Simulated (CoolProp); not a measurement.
A simple Rankine cycle with ammonia: condensing at 306.15 K, boiler at 3.45 MPa, turbine inlet 347 K, turbine efficiency 0.85, pump efficiency 0.8, no recuperator. Each further row changes one setting.

Computed with CoolProp (reference Helmholtz-energy equation of state, Gao 2020).

```
case                             thermal efficiency (%)  net work (kJ/kg)  heat in (kJ/kg)  turbine exit temperature (K)  volume ratio over the turbine
-------------------------------  ----------------------  ----------------  ---------------  ----------------------------  -----------------------------
as stated                                           8.7              98.2             1130                         306.2                           2.52
turbine inlet 367 K                                 8.9               108             1210                         306.2                           2.35
condensing temperature 298.15 K                    10.4               121             1170                         298.1                           3.13
boiler pressure 2.42 MPa                            5.9              70.5             1190                         306.2                           1.71
turbine efficiency 0.75                             7.6              86.1             1130                         306.2                           2.55
```

The expansion ends wet for: as stated; turbine inlet 367 K; condensing temperature 298.15 K; boiler pressure 2.42 MPa; turbine efficiency 0.75.
